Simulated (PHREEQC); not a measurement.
Dissolve 0.0089 mol/kgw HF, 0.023 mol/kgw (CH3)4NF, 0.079 mol/kgw (NH4)2SiF6 and 9e-05 mol/kgw H2SO4 at 25 °C. Closed to the air; pH follows from the charge balance.

All values are PHREEQC results (ion-association model, phreeqc.dat), not measurements.

The ionic strength comes out as 0.261 mol/kgw. What activity coefficients do SO4-2, HF2-, NH4+, NH4SO4-, F- get?

SO4-2 0.26, HF2- 0.74, NH4+ 0.66, NH4SO4- 0.74, F- 0.69.

No solid was allowed to form. (CH3)4N+ isn't in the database: it is added as a free cation with an ion size of 4 Å. SiF6-2 is the database's only silicon fluoride.
